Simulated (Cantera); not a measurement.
An adiabatic, constant-volume homogeneous reactor starts with 14.5 % H₂, 17.3 % O₂, 65.0 % N₂, 3.19 % H₂O, equivalence ratio 0.42, at 1250 K and 1.40 bar.

Model: GRI-Mech 3.0 (53 species, 325 reactions), integrated in Cantera.

Question: Predict: time of steepest temperature rise; temperature at 2.00 s; equilibrium temperature; x(H₂) at 2.00 s; x(O₂) at 2.00 s; x(H₂O) at 2.00 s; x(O) at 2.00 s; x(NO₂) at 2.00 s; x(N₂O) at 2.00 s.

Answer: 
- time of steepest temperature rise = 29.5 µs
- temperature at 2.00 s = 2400 K
- equilibrium temperature = 2400 K
- x(H₂) at 2.00 s = 0.00134 (gas-phase equilibrium 0.00134)
- x(O₂) at 2.00 s = 0.0989 (gas-phase equilibrium 0.0989)
- x(H₂O) at 2.00 s = 0.184 (gas-phase equilibrium 0.184)
- x(O) at 2.00 s = 0.00173 (gas-phase equilibrium 0.00173)
- x(NO₂) at 2.00 s = 1.33e-5 (gas-phase equilibrium 1.33e-5)
- x(N₂O) at 2.00 s = 1.02e-6 (gas-phase equilibrium 1.02e-6)
